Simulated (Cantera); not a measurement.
Cantera run, input and output.

```python
import numpy as np
import cantera as ct

gas = ct.Solution("gri30.yaml")
gas.TPX = 1275, 1333, {'N2O': 1, 'H2': 0.0027, 'N2': 1.7}
reactor = ct.IdealGasConstPressureReactor(gas, energy="off", clone=False)
net = ct.ReactorNet([reactor])
net.rtol, net.atol = 1e-08, 1e-18
show = ['N2O', 'H2', 'NO', 'HO2', 'N2', 'O', 'OH']
times = np.geomspace(4e-06, 200, 14)

steps = ct.SolutionArray(gas, extra=["t"])
rows = []
print(f"{'t/s':>10s}{'T/K':>9s}{'P/Pa':>11s}" + "".join(f"{s:>11s}" for s in show))
for t in times:
    while net.time < t:
        t_next = net.step()
        steps.append(gas.state, t=t_next)
    rows.append([np.interp(t, steps.t, y) for y in (steps.T, steps.P, *steps(*show).X.T)])
    print(f"{t:10.3e}{rows[-1][0]:9.1f}{rows[-1][1]:11.4g}" + "".join(f"{x:11.3e}" for x in rows[-1][2:]))
rate = np.gradient(steps.T, steps.t)
print("integrator steps:", len(steps.t))
if steps.T.max() > steps.T[0] + 200:
    print(f"time of steepest temperature rise: {steps.t[rate.argmax()]:.4e} s")
gas.TPX = 1275, 1333, {'N2O': 1, 'H2': 0.0027, 'N2': 1.7}
gas.equilibrate("TP")
print(f"equilibrium (TP): T = {gas.T:.1f} K  " + "  ".join(f"{s} {gas[s].X[0]:.3e}" for s in show))
```

It prints:

```
       t/s      T/K       P/Pa        N2O         H2         NO        HO2         N2          O         OH
 4.000e-06   1275.0       1333  3.700e-01  9.990e-04  1.349e-11  1.432e-16  6.290e-01  2.314e-08  4.690e-12
 1.564e-05   1275.0       1333  3.700e-01  9.990e-04  2.051e-10  8.736e-15  6.290e-01  8.989e-08  7.392e-11
 6.117e-05   1275.0       1333  3.700e-01  9.990e-04  3.089e-09  5.657e-13  6.290e-01  3.424e-07  1.245e-09
 2.392e-04   1275.0       1333  3.700e-01  9.990e-04  4.427e-08  3.906e-11  6.290e-01  1.211e-06  2.220e-08
 9.353e-04   1275.0       1333  3.700e-01  9.988e-04  5.349e-07  2.368e-09  6.290e-01  3.311e-06  3.184e-07
 3.658e-03   1275.0       1333  3.700e-01  9.963e-04  4.155e-06  8.527e-08  6.290e-01  4.922e-06  2.506e-06
 1.430e-02   1275.0       1333  3.698e-01  9.675e-04  2.032e-05  1.356e-06  6.291e-01  4.959e-06  1.008e-05
 5.593e-02   1275.0       1333  3.690e-01  7.492e-04  8.271e-05  4.102e-06  6.296e-01  5.038e-06  1.916e-05
 2.187e-01   1275.0       1333  3.663e-01  2.620e-04  3.127e-04  2.285e-06  6.313e-01  5.230e-06  1.491e-05
 8.553e-01   1275.0       1333  3.574e-01  1.952e-05  1.234e-03  4.958e-07  6.361e-01  5.288e-06  7.988e-06
 3.345e+00   1275.0       1333  3.261e-01  2.047e-08  4.726e-03  1.170e-07  6.525e-01  5.288e-06  7.269e-06
 1.308e+01   1275.0       1333  2.302e-01  9.444e-09  1.538e-02  2.738e-08  7.026e-01  5.254e-06  7.522e-06
 5.114e+01   1275.0       1333  6.480e-02  1.270e-08  3.363e-02  3.793e-09  7.891e-01  5.118e-06  7.257e-06
 2.000e+02   1275.0       1333  1.060e-03  5.916e-09  4.024e-02  4.786e-10  8.227e-01  1.953e-06  4.432e-06
integrator steps: 2017
equilibrium (TP): T = 1275.0 K  N2O 2.407e-09  H2 1.028e-09  NO 3.002e-04  HO2 7.325e-10  N2 8.432e-01  O 3.840e-07  OH 1.964e-06
```

Cantera simulation using GRI-Mech 3.0 (53 species, 325 reactions); the numbers are that mechanism's predictions, not measurements. GRI-Mech 3.0 was tuned for natural gas; its chemistry of N2O as a main component is partial and can be far from experiment. Radical loss at walls, strong at low pressure, is not modelled. The mechanism lacks the step 2 NO + O2 → 2 NO2, which can matter for NO2 below about 1400 K. The temperature is held fixed by assumption; the heat of reaction is taken as removed at once.
